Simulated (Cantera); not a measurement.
C₂H₅OH + H₂O + H₂ (carbon deposition, reforming and gasification)

A closed system holds: 1 mol C₂H₅OH, 0.12 mol H₂O, 1.5 mol H₂, equilibrated at 6.10 bar.

Method: chemical equilibrium by Gibbs-energy minimisation in Cantera with the NASA 1993 tables (ideal gas, pure condensed phases). Candidate condensed phases: C, C₆H₆, C₇H₈, C₈H₁₈, H₂O; 110 gas species. Equilibrium is a limit: real reactors are often held back by kinetics, nucleation or transport.

| T (°C) | x H₂ | x CO | x CH₄ | x H₂O | n C(graphite) |
|---|---|---|---|---|---|
| 1002 | 0.765 | 0.190 | 0.0331 | 0.0104 | 0.764 |
| 1052 | 0.775 | 0.193 | 0.0246 | 0.00657 | 0.785 |
| 1102 | 0.782 | 0.194 | 0.0186 | 0.00427 | 0.803 |
| 1152 | 0.788 | 0.195 | 0.0143 | 0.00285 | 0.817 |
| 1202 | 0.791 | 0.195 | 0.0111 | 0.00195 | 0.829 |
| 1252 | 0.794 | 0.196 | 0.00878 | 0.00136 | 0.838 |
| 1302 | 0.796 | 0.196 | 0.00703 | 0.000975 | 0.846 |
| 1352 | 0.798 | 0.196 | 0.00571 | 0.000712 | 0.851 |
| 1402 | 0.799 | 0.196 | 0.00469 | 0.000530 | 0.856 |
| 1452 | 0.800 | 0.196 | 0.00390 | 0.000401 | 0.859 |
| 1502 | 0.801 | 0.195 | 0.00327 | 0.000309 | 0.862 |
x: gas mole fraction; n: condensed amount in mol.

From 1002 °C to 1502 °C the condensed part is C(graphite). The main C-bearing gas is CO throughout. The share of C in condensed phases is highest at 1502 °C (43.1 %) and lowest at 1002 °C (38.2 %).
